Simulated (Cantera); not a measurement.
Input: 1 mol Ti(NMe₂)₄, 34 mol H₂, equilibrated at 1325 °C and 390 Torr.

Method: chemical equilibrium by Gibbs-energy minimisation in Cantera with the NASA 1993 tables (ideal gas, pure condensed phases). Candidate condensed phases: C, C₆H₆, C₇H₈, C₈H₁₈, Ti, TiC, TiN; 93 gas species. The feed counts by its element totals alone. TiC: taken at fixed stoichiometry. Rates play no part.

Base state: H₂ 0.957, N₂ 0.0415, CH₄ 0.000784, HCN 0.000403, H 7.23e-5, C₂H₂ (acetylene) 2.58e-5 (mole fractions); condensed: C(graphite) + TiC(s).

Problem. What changes in the equilibrium state with this change: 0.24 mol H₂O added?

Solution. 
```json
[
 {"species": "H₂", "before": "0.957", "after": "0.953"},
 {"species": "N₂", "before": "0.0415", "after": "0.0411"},
 {"species": "CO", "before": "0", "after": "0.00495"},
 {"species": "CH₄", "before": "0.000784", "after": "0.000777"},
 {"species": "HCN", "before": "0.000403", "after": "0.000400"},
 {"species": "C₂H₂ (acetylene)", "before": "2.58e-5", "after": "2.57e-5"},
 {"species": "C(graphite), mol", "before": "6.94", "after": "6.70"},
 {"species": "TiC(s), mol", "before": "1.00", "after": "1.00"}
]
```
Further candidate phases: H₂O, TiO, TiO₂, Ti₂O₃, Ti₃O₅, Ti₄O₇.
